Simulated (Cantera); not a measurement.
Feed: 1 mol SiH₂Cl₂, 0.081 mol O₃, held at 1100 K and 50000 Pa.

Cantera equilibrium calculation (NASA polynomials, part measured and part estimated; ideal gas, pure solids and liquids). Candidate condensed phases: H₂O, Si, SiO₂; 30 gas species. Mutual solubility and eutectic melting of coexisting phases are not modelled. The tables' values for SiCl₃ are old estimates; treat these amounts as uncertain. Rates play no part.

Base state: H₂ 0.616, SiCl₄ 0.262, SiHCl₃ 0.0769, HCl 0.0310, SiCl₃ 0.00774, SiCl₂ 0.00318, SiH₂Cl₂ 0.00270, SiH₃Cl 2.51e-5 (mole fractions); condensed: Si(s) + SiO₂(β-quartz).

### Question
What changes in the equilibrium state with this change: O₃ from 0.081 to 7.6 mol?

### Answer
```tsv
species	before	after
O₂	<1e-9	0.836
HCl	0.0310	0.0976
H₂O	5.60e-9	0.0331
H₂	0.616	<1e-9
SiCl₄	0.262	<1e-9
SiHCl₃	0.0769	<1e-9
Cl₂	<1e-9	0.0329
SiCl₃	0.00774	<1e-9
SiCl₂	0.00318	<1e-9
SiH₂Cl₂	0.00270	<1e-9
Si(s), mol	0.354	0
SiO₂(β-quartz), mol	0.121	1.00
```

### Question
What changes in the equilibrium state with this change: temperature from 1100 K to 748 K?

### Answer
```csv
species,before,after
H₂,0.616,0.634
SiCl₄,0.262,0.271
SiHCl₃,0.0769,0.0913
HCl,0.0310,0.000828
SiCl₂,0.00318,9.29e-7
SiCl₃,0.00774,3.66e-5
SiH₃Cl,2.51e-5,1.23e-5
"Si(s), mol",0.354,0.344
"SiO₂(β-quartz), mol",0.121,0
"SiO₂(α-quartz), mol",0,0.121
```

### Question
What changes in the equilibrium state with this change: pressure from 50000 Pa to 1400 Pa?

### Answer
| species | before | after |
|---|---|---|
| H₂ | 0.616 | 0.597 |
| SiCl₄ | 0.262 | 0.260 |
| HCl | 0.0310 | 0.0744 |
| SiHCl₃ | 0.0769 | 0.0307 |
| SiCl₂ | 0.00318 | 0.0189 |
| SiCl₃ | 0.00774 | 0.0188 |
| SiH₃Cl | 2.51e-5 | 1.64e-6 |
| SiH₂Cl₂ | 0.00270 | 0.000436 |
| Si(s), mol | 0.354 | 0.373 |
| SiO₂(β-quartz), mol | 0.121 | 0.121 |
